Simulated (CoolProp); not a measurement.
Vapour pressure (bar) of R125: the reference equation beside estimates from Tc = 339.2 K, pc = 36.18 bar, ω = 0.305. Clausius-Clapeyron is anchored at 279.1 K with a constant enthalpy of vaporisation of 15.41 kJ/mol.

Computed with CoolProp (reference Helmholtz-energy equation of state, Lemmon 2005).

```json
[
 {"T (K)": "262.6", "reference": "4.735", "Lee-Kesler": "?", "Clausius-Clapeyron": "?", "van der Waals": "11.90", "Peng-Robinson": "?"},
 {"T (K)": "268.1", "reference": "5.698", "Lee-Kesler": "5.722", "Clausius-Clapeyron": "6.136", "van der Waals": "13.12", "Peng-Robinson": "5.672"},
 {"T (K)": "273.6", "reference": "6.801", "Lee-Kesler": "6.828", "Clausius-Clapeyron": "7.051", "van der Waals": "14.41", "Peng-Robinson": "6.775"},
 {"T (K)": "279.1", "reference": "8.057", "Lee-Kesler": "8.085", "Clausius-Clapeyron": "8.057", "van der Waals": "15.78", "Peng-Robinson": "8.033"},
 {"T (K)": "284.6", "reference": "?", "Lee-Kesler": "9.506", "Clausius-Clapeyron": "?", "van der Waals": "17.23", "Peng-Robinson": "9.461"},
 {"T (K)": "290", "reference": "?", "Lee-Kesler": "11.07", "Clausius-Clapeyron": "10.34", "van der Waals": "18.74", "Peng-Robinson": "11.04"},
 {"T (K)": "295.5", "reference": "12.84", "Lee-Kesler": "12.86", "Clausius-Clapeyron": "11.65", "van der Waals": "20.35", "Peng-Robinson": "12.85"},
 {"T (K)": "301", "reference": "14.84", "Lee-Kesler": "?", "Clausius-Clapeyron": "13.06", "van der Waals": "22.04", "Peng-Robinson": "14.86"},
 {"T (K)": "306.5", "reference": "17.07", "Lee-Kesler": "17.07", "Clausius-Clapeyron": "14.59", "van der Waals": "23.82", "Peng-Robinson": "17.11"},
 {"T (K)": "312", "reference": "19.54", "Lee-Kesler": "19.54", "Clausius-Clapeyron": "16.23", "van der Waals": "25.68", "Peng-Robinson": "?"}
]
```

Complete the blanks.


- 262.6, Lee-Kesler: 4.755
- 262.6, Clausius-Clapeyron: 5.309
- 262.6, Peng-Robinson: 4.711
- 284.6, reference: 9.479
- 284.6, Clausius-Clapeyron: 9.160
- 290, reference: 11.05
- 301, Lee-Kesler: 14.85
- 312, Peng-Robinson: 19.61

Absolute difference from the reference over all 10 rows, mean and median: Lee-Kesler 0.2 and 0.2 %, Clausius-Clapeyron 8.6 and 8.5 %, van der Waals 81.9 and 75.7 %, Peng-Robinson 0.3 and 0.3 %.
